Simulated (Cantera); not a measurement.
Charge: 1 mol CsCl, 0.39 mol N2, 10 mol H2O, held at 1000 Pa.

Method: chemical equilibrium by Gibbs-energy minimisation in Cantera with the NASA 1993 tables (ideal gas, pure condensed phases). Candidate condensed phases: Cs, CsCl, CsOH, H2O, NH4Cl; 37 gas species. Kinetics and transport are ignored.

x: gas mole fraction; nothing condenses.

| T (K) | x H2O | x CsCl | x H2 | x N2 | x OH | x O2 | x H | x HCl |
|---|---|---|---|---|---|---|---|---|
| 1298 | 0.877 | 0.0862 | 0.000105 | 0.0343 | 1.19e-5 | 4.90e-5 | 1.10e-7 | 0.000776 |
| 1398 | 0.876 | 0.0863 | 0.000317 | 0.0342 | 4.59e-5 | 0.000146 | 8.43e-7 | 0.00123 |
| 1498 | 0.875 | 0.0858 | 0.000830 | 0.0342 | 0.000148 | 0.000377 | 4.95e-6 | 0.00183 |
| 1598 | 0.872 | 0.0850 | 0.00192 | 0.0342 | 0.000412 | 0.000863 | 2.33e-5 | 0.00260 |
| 1698 | 0.868 | 0.0839 | … | 0.0341 | … | … | … | … |
| 1798 | 0.860 | 0.0825 | 0.00778 | 0.0340 | 0.00226 | 0.00341 | 0.000311 | 0.00472 |
| 1898 | 0.847 | 0.0805 | 0.0139 | 0.0338 | 0.00459 | 0.00606 | 0.000923 | 0.00614 |
| 1998 | 0.826 | 0.0778 | … | 0.0335 | … | … | … | … |
| 2098 | 0.795 | 0.0741 | 0.0369 | 0.0329 | 0.0151 | 0.0158 | 0.00592 | 0.00982 |
| 2198 | 0.749 | 0.0692 | 0.0551 | 0.0321 | 0.0247 | 0.0235 | 0.0131 | 0.0120 |

Q: What belongs in the gaps?

A: 
- 1998, x H2: 0.0234
- 1998, x OH: 0.00863
- 1998, x O2: 0.0101
- 1998, x H: 0.00245
- 1998, x HCl: 0.00784
- 1698, x H2: 0.00404
- 1698, x OH: 0.00102
- 1698, x O2: 0.00179
- 1698, x H: 9.19e-5
- 1698, x HCl: 0.00355
